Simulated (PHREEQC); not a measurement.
0.95 g of hydrous ferric oxide (600 m²/g; 0.2 weak and 0.005 strong sites per Fe, Dzombak-Morel constants, diffuse double layer) in 1 kg of water with 0.001 mol/kgw of an inert sodium salt and 1.6e-05 mol/kgw MnCl2, at 25 °C; the pH is set by adding NaOH or the inert anion's acid. No oxygen is let in. CO2 from the air is kept out. Precipitation was switched off in this run.

Equilibrium calculation in PHREEQC: ion-association model, wateq4f.dat.

| pH | Mn sorbed (%) | surface charge σ (C/m²) | surface potential ψ (mV) |
|---|---|---|---|
| 3 | 0.0 | 0.269 | 228 |
| 3.5 | 0.0 | 0.191 | 221 |
| 4 | 0.0 | 0.129 | 207 |
| 5 | … | 0.054 | 168 |
| 5.5 | 1.6 | … | … |
| 6 | 11.9 | 0.020 | 119 |
| 6.5 | 52.0 | 0.011 | 92 |
| 7.5 | 98.8 | 0.003 | 36 |
| 8 | … | 0.001 | 7 |
| 8.5 | 100.0 | -0.002 | -22 |
| 9 | 100.0 | … | -51 |
| 10 | 100.0 | -0.016 | … |
| 10.5 | 100.0 | … | -132 |
| 11 | 100.0 | -0.055 | -154 |

Task: Some entries are withheld; supply them.

Result: 
- 5, Mn sorbed (%): 0.2
- 5.5, surface charge σ (C/m²): 0.033
- 5.5, surface potential ψ (mV): 145
- 8, Mn sorbed (%): 99.9
- 9, surface charge σ (C/m²): -0.004
- 10, surface potential ψ (mV): -106
- 10.5, surface charge σ (C/m²): -0.029

Species that the database lacks are ignored. The oxide is taken as insoluble; below pH 4 it would dissolve.
